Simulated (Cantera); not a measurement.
Feed: 1 mol Al, 0.54 mol N₂O, 230 mol H₂, held at 577 °C and 47.0 Pa.

Method: chemical equilibrium by Gibbs-energy minimisation in Cantera with the NASA 1993 tables (ideal gas, pure condensed phases). Candidate condensed phases: Al, AlN, Al₂O₃, H₂O; 35 gas species. Kinetics and transport are ignored.

Base state: H₂ 0.999, N₂ 0.000956 (mole fractions); condensed: AlN(s) + Al₂O₃(s).

Task: What changes in the equilibrium state with this change: temperature from 577 °C to 1252 °C?

Result: 
| species | before | after |
|---|---|---|
| H₂ | 0.999 | 0.997 |
| N₂ | 0.000956 | 0.00121 |
| H | <1e-9 | 0.00109 |
| Al | <1e-9 | 0.000404 |
| Al₂O | <1e-9 | 6.61e-5 |
| AlN(s), mol | 0.640 | 0.524 |
| Al₂O₃(s), mol | 0.180 | 0.175 |
Mutual solubility and eutectic melting of coexisting phases are not modelled.

Task: What changes in the equilibrium state with this change: N₂O from 0.54 to 11 mol?

Result: 
```csv
species,before,after
H₂,0.999,0.915
N₂,0.000956,0.0456
H₂O,<1e-9,0.0394
"AlN(s), mol",0.640,0
"Al₂O₃(s), mol",0.180,0.500
```

Task: What changes in the equilibrium state with this change: N₂O from 0.54 to 5.5 mol?

Result: 
```csv
species,before,after
H₂,0.999,0.960
N₂,0.000956,0.0234
H₂O,<1e-9,0.0170
"AlN(s), mol",0.640,0
"Al₂O₃(s), mol",0.180,0.500
```
